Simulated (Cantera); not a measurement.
Input: 1 mol Fe2O3, 8.1 mol H2, equilibrated at 10000 Pa.

Equilibrium computed with Cantera from the NASA thermochemical tables; the gas is ideal and each condensed phase is pure. Candidate condensed phases: Fe, FeO, Fe(OH)2, Fe(OH)3, Fe2O3, Fe3O4, H2O; 12 gas species. Each liquid is taken as pure. Mutual solubility and eutectic melting of coexisting phases are not modelled. The tables' stoichiometric FeO is somewhat more stable than real wüstite, so its field is too wide. FeO: taken at fixed stoichiometry. Kinetics and transport are ignored.

Task: Which condensed phases are stable at each of these points (T (°C)): 1175, 1225, 1275, 1325, 1375, 1425, 1475, 1525, 1575, 1625, 1675, 1725, 1775?

Result: 
| T (°C) | condensed phases | Fe condensed (%) |
|---|---|---|
| 1175 | Fe(γ) + FeO(s) | 100.0 |
| 1225 | Fe(γ) + FeO(s) | 100.0 |
| 1275 | Fe(γ) + FeO(s) | 100.0 |
| 1325 | Fe(γ) + FeO(s) | 100.0 |
| 1375 | Fe(γ) + FeO(s) | 100.0 |
| 1425 | Fe(δ) + FeO(l) | 100.0 |
| 1475 | Fe(δ) + FeO(l) | 99.9 |
| 1525 | Fe(δ) + FeO(l) | 99.9 |
| 1575 | Fe(l) + FeO(l) | 99.7 |
| 1625 | Fe(l) + FeO(l) | 99.5 |
| 1675 | Fe(l) + FeO(l) | 99.1 |
| 1725 | Fe(l) + FeO(l) | 98.5 |
| 1775 | Fe(l) + FeO(l) | 97.4 |

From 1175 °C to 1375 °C the condensed part is Fe(γ) + FeO(s). From 1425 °C to 1525 °C the condensed part is Fe(δ) + FeO(l). From 1575 °C to 1775 °C the condensed part is Fe(l) + FeO(l).
